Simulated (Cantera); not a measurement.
**Abatement and gas-phase synthesis: NF3 + SO2 + H2**

Feed: 1 mol NF3, 0.12 mol SO2, 2 mol H2, at 31.0 Pa.

Equilibrium computed with Cantera from the NASA thermochemical tables; the gas is ideal and each condensed phase is pure. Candidate condensed phases: H2O, H2SO4, S; 62 gas species. Rates play no part.

From 2475 °C to 2825 °C nothing is condensed.

| T (°C) | x HF | x H | x F | x N2 | x O | x S |
|---|---|---|---|---|---|---|
| 2475 | 0.467 | 0.272 | 0.0960 | 0.0936 | 0.0414 | 0.0211 |
| 2525 | 0.419 | 0.297 | 0.125 | 0.0904 | 0.0410 | 0.0208 |
| 2575 | 0.366 | 0.324 | 0.157 | 0.0870 | 0.0401 | 0.0203 |
| 2625 | 0.312 | 0.351 | 0.191 | 0.0835 | 0.0389 | 0.0197 |
| 2675 | 0.258 | 0.378 | 0.223 | 0.0801 | 0.0376 | 0.0190 |
| 2725 | 0.209 | 0.403 | 0.254 | 0.0769 | 0.0363 | 0.0183 |
| 2775 | 0.165 | 0.425 | 0.281 | 0.0740 | 0.0351 | 0.0177 |
| 2825 | 0.127 | 0.444 | 0.304 | 0.0715 | 0.0341 | 0.0172 |
x: gas mole fraction; nothing condenses.
